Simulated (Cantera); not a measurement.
Charge: 1 mol Fe₂O₃, a varied amount of H₂S, 26 mol N₂, equilibrated at 750 K and 0.120 bar.

These are equilibrium values from Cantera (NASA tables, ideal gas, pure condensed phases), not measurements of a reactor. Candidate condensed phases: Fe, FeO, Fe(OH)₂, Fe(OH)₃, FeS, FeSO₄, FeS₂, Fe₂O₃, Fe₂(SO₄)₃, Fe₃O₄, H₂O, H₂SO₄, S; 38 gas species. Rates play no part.

**Question.** Which condensed phases are stable at each of these points (n(H₂S) (mol)): 0.083, 0.098, 0.11, 0.13, 0.16, 0.18, 0.21, 0.25, 0.29, 0.34?

**Answer.** 
| n(H₂S) (mol) | condensed phases | Fe condensed (%) |
|---|---|---|
| 0.083 | Fe₂O₃(s) + Fe₃O₄(s) | 100.0 |
| 0.098 | Fe₂O₃(s) + Fe₃O₄(s) | 100.0 |
| 0.11 | Fe₂O₃(s) + Fe₃O₄(s) | 100.0 |
| 0.13 | FeS₂(s) + Fe₃O₄(s) | 100.0 |
| 0.16 | FeS₂(s) + Fe₃O₄(s) | 100.0 |
| 0.18 | FeS₂(s) + Fe₃O₄(s) | 100.0 |
| 0.21 | FeS₂(s) + Fe₃O₄(s) | 100.0 |
| 0.25 | FeS₂(s) + Fe₃O₄(s) | 100.0 |
| 0.29 | FeS₂(s) + Fe₃O₄(s) | 100.0 |
| 0.34 | FeS₂(s) + Fe₃O₄(s) | 100.0 |

From 0.083 mol H₂S to 0.11 mol H₂S the condensed part is Fe₂O₃(s) + Fe₃O₄(s). From 0.13 mol H₂S to 0.34 mol H₂S the condensed part is FeS₂(s) + Fe₃O₄(s).
